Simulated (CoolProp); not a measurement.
Vapour-liquid equilibrium of sulfur dioxide (1) + toluene (2) at 0.0336 MPa; x and y are mole fractions of (1).

Computed with CoolProp (multi-fluid Helmholtz-energy mixture model, Gao 2016 and Lemmon 2006; pair parameters Bell 2016).

Q: Give the bubble temperature and the first vapour's composition at x = 0.2, 0.65, 0.95. Is there an azeotrope?

A: x = 0.2: 4.4 °C, y = 0.972; x = 0.65: -24.9 °C, y = 0.998; x = 0.95: -31.4 °C, y = 1.000. No azeotrope shows between x = 0.05 and 0.95.

Pair parameters are fitted to limited data, so mixtures are less certain than the pure fluids. The gap from Raoult's law changes sign with composition, which may be real or a fault of the pair parameters; it wasn't checked against measurements.
